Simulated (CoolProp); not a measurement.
50 sccm (0 °C, 1 atm) of nitrogen bubbles through liquid n-octane at 361.7 K and leaves saturated at a total pressure of 0.15 MPa (ideal gas phase). Each further row changes one setting.

Computed with CoolProp (reference Helmholtz-energy equation of state, Beckmüller 2019).

```csv
case,vapour pressure (kPa),mole fraction of vapour,delivery (mg/min),delivery (sccm),change of delivery for a bath 1 K warmer (%)
as stated,31.8,0.212,68.6,?,?
bath temperature 366.7 K,?,0.252,?,?,4.7
total pressure 0.3 MPa,31.8,0.106,30.2,5.93,?
```

What belongs in the gaps?


- as stated, delivery (sccm): 13.5
- as stated, change of delivery for a bath 1 K warmer (%): 4.6
- bath temperature 366.7 K, vapour pressure (kPa): 37.8
- bath temperature 366.7 K, delivery (mg/min): 85.9
- bath temperature 366.7 K, delivery (sccm): 16.9
- total pressure 0.3 MPa, change of delivery for a bath 1 K warmer (%): 4.0
